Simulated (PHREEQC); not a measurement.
H2SO4 is added in steps, without added water, to 1 kg of water holding 16 mmol/kgw HF, 0.037 mmol/kgw Na2HPO4 and 0.3 mmol/kgw NaCl, at 20 °C. Oxygen alone is held at its pressure in air (log pO2 = -0.68). No CO2 enters from the air. Precipitation was switched off in this run.

Base run: PHREEQC, ion-association model, wateq4f.dat. Each further column changes one thing. The table gives HSO4- (mol/kgw).

```json
[
 {"H2SO4 added (mol)": "0", "base": "0", "metal-ligand complexes left out": "0", "database phreeqc.dat": "0", "Debye-Hückel limiting law": "0", "Davies equation for every ion": "0"},
 {"H2SO4 added (mol)": "0.0004062", "base": "7.86e-5", "metal-ligand complexes left out": "7.87e-5", "database phreeqc.dat": "8.03e-5", "Debye-Hückel limiting law": "7.68e-5", "Davies equation for every ion": "7.81e-5"},
 {"H2SO4 added (mol)": "0.001016", "base": "0.000221", "metal-ligand complexes left out": "0.000221", "database phreeqc.dat": "0.000225", "Debye-Hückel limiting law": "0.000215", "Davies equation for every ion": "0.000219"},
 {"H2SO4 added (mol)": "0.001422", "base": "0.000332", "metal-ligand complexes left out": "0.000332", "database phreeqc.dat": "0.000337", "Debye-Hückel limiting law": "[?]", "Davies equation for every ion": "0.000329"},
 {"H2SO4 added (mol)": "0.002031", "base": "0.000521", "metal-ligand complexes left out": "0.000521", "database phreeqc.dat": "0.000528", "Debye-Hückel limiting law": "0.000502", "Davies equation for every ion": "0.000516"},
 {"H2SO4 added (mol)": "0.002437", "base": "0.000661", "metal-ligand complexes left out": "0.000661", "database phreeqc.dat": "0.000668", "Debye-Hückel limiting law": "[?]", "Davies equation for every ion": "0.000654"},
 {"H2SO4 added (mol)": "0.003047", "base": "0.000889", "metal-ligand complexes left out": "0.000890", "database phreeqc.dat": "0.000898", "Debye-Hückel limiting law": "[?]", "Davies equation for every ion": "0.000879"},
 {"H2SO4 added (mol)": "0.003453", "base": "0.00105", "metal-ligand complexes left out": "0.00105", "database phreeqc.dat": "0.00106", "Debye-Hückel limiting law": "[?]", "Davies equation for every ion": "0.00104"},
 {"H2SO4 added (mol)": "0.004063", "base": "0.00131", "metal-ligand complexes left out": "0.00132", "database phreeqc.dat": "0.00132", "Debye-Hückel limiting law": "[?]", "Davies equation for every ion": "0.00130"},
 {"H2SO4 added (mol)": "0.004469", "base": "0.00150", "metal-ligand complexes left out": "0.00150", "database phreeqc.dat": "0.00151", "Debye-Hückel limiting law": "0.00142", "Davies equation for every ion": "0.00148"},
 {"H2SO4 added (mol)": "0.005078", "base": "0.00179", "metal-ligand complexes left out": "0.00179", "database phreeqc.dat": "0.00180", "Debye-Hückel limiting law": "[?]", "Davies equation for every ion": "0.00176"},
 {"H2SO4 added (mol)": "0.005484", "base": "0.00199", "metal-ligand complexes left out": "0.00199", "database phreeqc.dat": "0.00200", "Debye-Hückel limiting law": "0.00187", "Davies equation for every ion": "0.00196"},
 {"H2SO4 added (mol)": "0.006094", "base": "0.00230", "metal-ligand complexes left out": "0.00230", "database phreeqc.dat": "0.00231", "Debye-Hückel limiting law": "0.00216", "Davies equation for every ion": "0.00226"},
 {"H2SO4 added (mol)": "0.0065", "base": "0.00251", "metal-ligand complexes left out": "0.00251", "database phreeqc.dat": "0.00252", "Debye-Hückel limiting law": "0.00235", "Davies equation for every ion": "0.00247"}
]
```

### Question
What belongs in the gaps?

### Answer

- 0.001422, Debye-Hückel limiting law: 0.000321
- 0.002437, Debye-Hückel limiting law: 0.000634
- 0.003047, Debye-Hückel limiting law: 0.000850
- 0.003453, Debye-Hückel limiting law: 0.00100
- 0.004063, Debye-Hückel limiting law: 0.00125
- 0.005078, Debye-Hückel limiting law: 0.00169

wateq4f.dat counts part of the HF as a dimer, H2F2, which phreeqc.dat doesn't know; its constant is uncertain. H3PO4, which wateq4f.dat lacks, is added to it with the constant of phreeqc.dat.  phreeqc.dat and wateq4f.dat share most of their constants, so their agreement is no independent check.
